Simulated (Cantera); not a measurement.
Input (Python, Cantera) and output of one run.

```python
import numpy as np
import cantera as ct

gas_names = [...]  # 113 gases of nasa_gas.yaml made of C, H, O, Pb
cond_names = """
    C(gr) C6H6(L) C7H8(L) C8H18(L),n-octa H2O(s) H2O(L) Pb(cr) Pb(L) PbO(rd) PbO(yw) PbO(L) PbO2(s)
    Pb3O4(s)
""".split()


# ... load() reads the species with a 1 bar reference pressure and builds the phases ...
atoms = {
    'Pb': {'Pb': 1},
    'CO': {'C': 1, 'O': 1},
    'H2': {'H': 2},
}
top_T = {'C(gr)': 4500, 'Pb3O4(s)': 820}  # K; cautious upper limits of use, not melting points


# ... equilibrate(T, P, feed) seeds the gas with the atoms and calls Mixture.equilibrate('TP', solver="vcs", rtol=1e-11, max_steps=5000) ...
results = []
feed = {'Pb': 1, 'CO': 1.4, 'H2': 1.3}  # mol
T = 1400  # K
P = 20  # Pa
mix = equilibrate(T, P, feed)
results.append((T, P, feed, dict(zip(mix.species_names, mix.species_moles))))
x = sorted(zip(gas.X, gas.species_names), reverse=True)
print(f"T = {T:g} K  P = {P:g} Pa  gas = {mix.phase_moles(0):.4g} mol")
print("   x: " + "  ".join(f"{s} {v:.3e}" for v, s in x if v > 0.0001))
print("   condensed (mol): " + ("  ".join(f"{mix.phase(i).name} {mix.phase_moles(i):.4g}"
      for i in range(1, mix.n_phases) if mix.phase_moles(i) > 1e-12) or "none"))
```

Result:

```
T = 1400 K  P = 20 Pa  gas = 3.7 mol
   x: CO 3.783e-01  H2 3.512e-01  Pb 2.702e-01  H 2.038e-04
   condensed (mol): none
```

These are equilibrium values from Cantera (NASA tables, ideal gas, pure condensed phases), not measurements of a reactor.
